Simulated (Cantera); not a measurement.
Input (Python, Cantera):

```python
import numpy as np
import cantera as ct

gas = ct.Solution("gri30.yaml")
gas.TPX = 1700, 120000, {'NO': 1, 'N2': 0.27, 'H2O': 0.016}
reactor = ct.IdealGasConstPressureReactor(gas, energy="off", clone=False)
net = ct.ReactorNet([reactor])
net.rtol, net.atol = 1e-08, 1e-18
show = ['NO', 'N2O', 'NO2', 'O', 'N2', 'O2']
times = np.geomspace(3e-06, 60, 15)

steps = ct.SolutionArray(gas, extra=["t"])
rows = []
print(f"{'t/s':>10s}{'T/K':>9s}{'P/Pa':>11s}" + "".join(f"{s:>11s}" for s in show))
for t in times:
    while net.time < t:
        t_next = net.step()
        steps.append(gas.state, t=t_next)
    rows.append([np.interp(t, steps.t, y) for y in (steps.T, steps.P, *steps(*show).X.T)])
    print(f"{t:10.3e}{rows[-1][0]:9.1f}{rows[-1][1]:11.4g}" + "".join(f"{x:11.3e}" for x in rows[-1][2:]))
rate = np.gradient(steps.T, steps.t)
print("integrator steps:", len(steps.t))
if steps.T.max() > steps.T[0] + 200:
    print(f"time of steepest temperature rise: {steps.t[rate.argmax()]:.4e} s")
gas.TPX = 1700, 120000, {'NO': 1, 'N2': 0.27, 'H2O': 0.016}
gas.equilibrate("TP")
print(f"equilibrium (TP): T = {gas.T:.1f} K  " + "  ".join(f"{s} {gas[s].X[0]:.3e}" for s in show))
```

It prints:

```
       t/s      T/K       P/Pa         NO        N2O        NO2          O         N2         O2
 3.000e-06   1700.0    1.2e+05  7.776e-01  1.949e-07  4.250e-08  1.464e-07  2.100e-01  6.271e-11
 9.968e-06   1700.0    1.2e+05  7.776e-01  6.471e-07  3.221e-07  2.807e-07  2.100e-01  4.942e-10
 3.312e-05   1700.0    1.2e+05  7.776e-01  2.143e-06  1.610e-06  3.328e-07  2.100e-01  2.888e-09
 1.101e-04   1700.0    1.2e+05  7.776e-01  7.044e-06  6.177e-06  3.684e-07  2.100e-01  1.705e-08
 3.657e-04   1700.0    1.2e+05  7.775e-01  2.257e-05  2.282e-05  5.003e-07  2.100e-01  1.601e-07
 1.215e-03   1700.0    1.2e+05  7.774e-01  6.657e-05  8.463e-05  1.005e-06  2.100e-01  2.784e-06
 4.038e-03   1700.0    1.2e+05  7.770e-01  1.543e-04  2.538e-04  2.237e-06  2.101e-01  5.254e-05
 1.342e-02   1700.0    1.2e+05  7.757e-01  2.180e-04  4.161e-04  3.328e-06  2.107e-01  5.499e-04
 4.458e-02   1700.0    1.2e+05  7.716e-01  2.200e-04  4.941e-04  3.893e-06  2.127e-01  2.540e-03
 1.481e-01   1700.0    1.2e+05  7.582e-01  2.120e-04  6.669e-04  5.195e-06  2.194e-01  9.072e-03
 4.922e-01   1700.0    1.2e+05  7.168e-01  1.883e-04  9.853e-04  7.887e-06  2.400e-01  2.949e-02
 1.635e+00   1700.0    1.2e+05  6.055e-01  1.327e-04  1.342e-03  1.245e-05  2.956e-01  8.488e-02
 5.434e+00   1700.0    1.2e+05  3.937e-01  5.531e-05  1.290e-03  1.818e-05  4.016e-01  1.908e-01
 1.806e+01   1700.0    1.2e+05  1.704e-01  1.036e-05  7.011e-04  2.269e-05  5.134e-01  3.030e-01
 6.000e+01   1700.0    1.2e+05  4.850e-02  9.995e-07  2.187e-04  2.480e-05  5.744e-01  3.643e-01
integrator steps: 1536
equilibrium (TP): T = 1700.0 K  NO 3.443e-03  N2O 1.918e-07  NO2 1.600e-05  O 2.554e-05  N2 5.970e-01  O2 3.870e-01
```

Computed with Cantera and GRI-Mech 3.0 (53 species, 325 reactions).
